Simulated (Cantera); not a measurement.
Cantera run, input and output.

```python
import numpy as np
import cantera as ct

gas = ct.Solution("h2o2.yaml")
gas.TPX = 698, 34000, {'H2': 1, 'O2': 0.25, 'N2': 0.85, 'H2O': 0.073}
flame = ct.FreeFlame(gas, width=0.085)
flame.set_refine_criteria(ratio=3, slope=0.08, curve=0.16)
flame.transport_model = "unity-Lewis-number"
flame.solve(loglevel=0, auto=True)
z, T = flame.grid, flame.T
thick = (T[-1] - T[0]) / np.gradient(T, z).max()
show = ['H2', 'O2', 'H2O', 'H2O2', 'OH', 'O']
print(f"laminar burning velocity  {flame.velocity[0] * 100:.3f} cm/s")
print(f"burnt temperature         {T[-1]:.1f} K")
print(f"thermal thickness         {thick * 1e3:.4f} mm")
print(f"grid points               {len(z)}")
z0 = z[flame.heat_release_rate.argmax()]
print(f"{'z/mm':>9s}{'T/K':>9s}{'u/(m/s)':>9s}" + "".join(f"{s:>11s}" for s in show))
rows = []
for k in (-3, -2, -1.5, -1, -0.5, -0.25, 0, 0.25, 0.5, 1, 2, 4, 8):
    zz = z0 + k * thick
    rows.append([k * thick, np.interp(zz, z, T), np.interp(zz, z, flame.velocity),
                 *(np.interp(zz, z, flame.X[gas.species_index(s)]) for s in show)])
    print(f"{rows[-1][0] * 1e3:9.3f}{rows[-1][1]:9.1f}{rows[-1][2]:9.3f}" + "".join(f"{x:11.3e}" for x in rows[-1][3:]))
```

Result:

```
laminar burning velocity  668.200 cm/s
burnt temperature         2323.2 K
thermal thickness         1.5977 mm
grid points               133
     z/mm      T/K  u/(m/s)         H2         O2        H2O       H2O2         OH          O
   -4.793    698.0    6.682  4.602e-01  1.150e-01  3.359e-02  6.127e-12  7.625e-18  6.913e-17
   -3.195    698.0    6.682  4.602e-01  1.150e-01  3.359e-02  1.284e-11  2.572e-15  3.264e-14
   -2.397    698.0    6.682  4.602e-01  1.150e-01  3.359e-02  1.132e-10  3.164e-13  3.999e-12
   -1.598    698.1    6.683  4.602e-01  1.150e-01  3.360e-02  4.678e-09  1.974e-10  2.084e-09
   -0.799    712.4    6.814  4.585e-01  1.141e-01  3.559e-02  4.837e-07  7.830e-06  7.391e-06
   -0.399    857.2    8.127  4.329e-01  1.020e-01  6.161e-02  6.464e-07  2.272e-04  3.280e-04
    0.000   1231.8   11.431  2.918e-01  4.402e-02  1.781e-01  5.432e-07  2.312e-03  3.557e-03
    0.399   1466.8   13.418  1.994e-01  6.897e-03  2.538e-01  4.816e-07  4.750e-03  3.550e-03
    0.799   1572.2   14.268  1.952e-01  2.404e-03  2.646e-01  3.963e-07  5.761e-03  3.006e-03
    1.598   1695.1   15.231  2.044e-01  1.537e-03  2.686e-01  2.707e-07  6.636e-03  2.591e-03
    3.195   1829.2   16.254  2.158e-01  1.127e-03  2.727e-01  1.537e-07  7.101e-03  2.018e-03
    6.391   1961.7   17.239  2.265e-01  7.311e-04  2.775e-01  8.017e-08  6.910e-03  1.372e-03
   12.782   2081.6   18.108  2.360e-01  4.134e-04  2.825e-01  4.132e-08  6.044e-03  8.039e-04
```

Model: the H2/O2 subset of GRI-Mech 3.0, which has no nitrogen chemistry, integrated in Cantera. Unity Lewis numbers drop preferential diffusion, which matters most where H2 and H carry the flame. Burning velocities carry a grid error of a few per cent, more on coarse grids.
